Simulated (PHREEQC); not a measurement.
A solution holds 0.094 mol/kgw HF and 0.045 mol/kgw CsF, at 20 °C. Closed to the air; pH follows from the charge balance.

All values are PHREEQC results (ion-association model, wateq4f.dat), not measurements.

```tsv
quantity	before	after
pH	2.84	9.64
ionic strength (mol/kgw)	0.0467	0.402
HF (mol/kgw)	0.0606	2.43e-8
F- (mol/kgw)	0.0381	0.129
HF2- (mol/kgw)	0.00859	1.27e-8
```

Problem. Which change was made?
A. HF from 0.094 to 0.94 mol/kgw
B. 0.19 mol/kgw Na2CO3 added
C. temperature from 20 to 50 °C
D. diluted 5-fold with water
E. diluted 100-fold with water

Solution. B, 0.19 mol/kgw Na2CO3 added

This is a speciation only: nothing precipitates in the calculation.
